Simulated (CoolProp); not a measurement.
The numbers come from the reference Helmholtz-energy equation of state, Smukala 2000 in CoolProp.

For ethylene, give the phase and the Z, isothermal compressibility (1/MPa), expansivity (1/kK) at -72.05 °C and 7100 kPa; 10.45 °C and 7100 kPa; 76.45 °C and 7100 kPa.


- -72.05 °C and 7100 kPa: liquid; Z 0.225, isothermal compressibility 0.00269, expansivity 2.82
- 10.45 °C and 7100 kPa: supercritical; Z 0.244, isothermal compressibility 0.0480, expansivity 13.4
- 76.45 °C and 7100 kPa: supercritical; Z 0.738, isothermal compressibility 0.193, expansivity 7.36
